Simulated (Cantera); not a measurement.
Premixed flame

A freely propagating, adiabatic, planar premixed flame of 9.51 % CH4, 19.0 % O2, 71.5 % N2, equivalence ratio 1.0, unburnt at 525 K and 100.0 Torr; mixture-averaged transport, grid criteria slope 0.08 and curve 0.16, no radiation.

Model: GRI-Mech 3.0 (53 species, 325 reactions), integrated in Cantera. Burning velocities carry a grid error of a few per cent, more on coarse grids.

| z (mm) | T (K) | u (m/s) | x CH4 | x O2 | x HO2 | x HCO | x H | x C2H2 |
|---|---|---|---|---|---|---|---|---|
| -6.13 | 525 | 1.47 | 0.0950 | 0.190 | 1.34e-7 | <1e-8 | <1e-8 | <1e-8 |
| -4.08 | 525 | 1.47 | 0.0948 | 0.190 | 2.78e-6 | <1e-8 | 6.91e-8 | <1e-8 |
| -3.06 | 528 | 1.49 | 0.0944 | 0.189 | 1.37e-5 | <1e-8 | 1.17e-6 | 2.42e-8 |
| -2.04 | 568 | 1.61 | 0.0915 | 0.186 | 4.49e-5 | <1e-8 | 3.40e-5 | 7.31e-7 |
| -1.02 | 903 | 2.60 | 0.0691 | 0.160 | 4.64e-5 | 1.10e-6 | 0.000647 | 1.76e-5 |
| -0.510 | 1303 | 3.80 | 0.0388 | 0.121 | 0.000127 | 2.75e-5 | 0.00213 | 6.49e-5 |
| 0 | 1681 | 4.96 | 0.0103 | 0.0731 | 0.000106 | 9.71e-5 | 0.00597 | 0.000122 |
| 0.510 | 1839 | 5.44 | 0.00107 | 0.0437 | 1.57e-5 | 3.78e-5 | 0.0108 | 3.14e-5 |
| 1.02 | 1871 | 5.53 | 5.96e-5 | 0.0321 | 2.18e-6 | 3.17e-6 | 0.0138 | 1.61e-6 |
| 2.04 | 1892 | 5.57 | 1.63e-7 | 0.0262 | 1.27e-6 | 2.86e-8 | 0.0158 | <1e-8 |
| 4.08 | 1915 | 5.61 | <1e-8 | 0.0240 | 1.14e-6 | 1.55e-8 | 0.0160 | <1e-8 |
| 8.17 | 1945 | 5.69 | <1e-8 | 0.0229 | 1.05e-6 | 1.32e-8 | 0.0146 | <1e-8 |
| 16.3 | 1991 | 5.80 | <1e-8 | 0.0216 | 9.36e-7 | 1.05e-8 | 0.0122 | <1e-8 |
x: mole fraction of selected species; z is measured from the peak of heat release.

- laminar burning velocity = 147 cm/s
- thermal thickness = 2.04 mm
- peak x(HO2) = 0.000149
- peak x(HCO) = 9.74e-5
- peak x(H) = 0.0161
- peak x(C2H2) = 0.000124
